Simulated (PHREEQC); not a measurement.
A solution holds 0.032 mol/kgw NaHCO3 and 5.5e-05 mol/kgw NH3, at 25 °C. Closed to the air; pH follows from the charge balance.

The numbers come from PHREEQC with the ion-association model, phreeqc.dat.

Each row changes one thing in this solution. Precipitation was switched off in this run.

```
case                                            pH  ionic strength (mol/kgw)  NH4+ (mol/kgw)  NH3 (mol/kgw)
--------------------------------------------  ----  ------------------------  --------------  -------------
as made                                       8.17                    0.0319         5.14e-5        3.56e-6
temperature from 25 to 85 °C                  7.76                    0.0312         2.93e-5              …
NaHCO3 from 0.032 to 0.016 mol/kgw            8.25                    0.0161         5.05e-5        4.47e-6
NaHCO3 from 0.032 to 0.048 mol/kgw            8.12                    0.0475         5.19e-5        3.09e-6
NaHCO3 replaced by NaBr at the same molality  9.35                    0.0320         2.68e-5              …
```

Problem. Some entries are withheld; supply them.

Solution. 
- temperature from 25 to 85 °C, NH3 (mol/kgw): 2.57e-5
- NaHCO3 replaced by NaBr at the same molality, NH3 (mol/kgw): 2.82e-5

Constants without temperature data keep their 25 °C values here.
